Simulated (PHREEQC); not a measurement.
Make-up at 25 °C: 0.02 mol KH2PO4 and 0.067 mol Na2SO4 per kg of water. Closed to the air; pH follows from the charge balance.

Model: ion-association model, phreeqc.dat, run in PHREEQC.

```csv
quantity,before,after
pH,4.61,4.89
ionic strength (mol/kgw),0.197,0.183
HPO4-2 (mol/kgw),0.000124,4.64e-5
H3PO4 (mol/kgw),5.15e-5,5.41e-6
KHPO4- (mol/kgw),1.25e-6,9.53e-8
```

Which change was made?
A. KH2PO4 from 0.02 to 0.004 mol/kgw
B. Na2SO4 left out
C. Na2SO4 replaced by NaHF2 at the same molality
D. 0.019 mol/kgw H3PO4 added
E. Na2SO4 from 0.067 to 0.134 mol/kgw

A, KH2PO4 from 0.02 to 0.004 mol/kgw

This is a speciation only: nothing precipitates in the calculation.
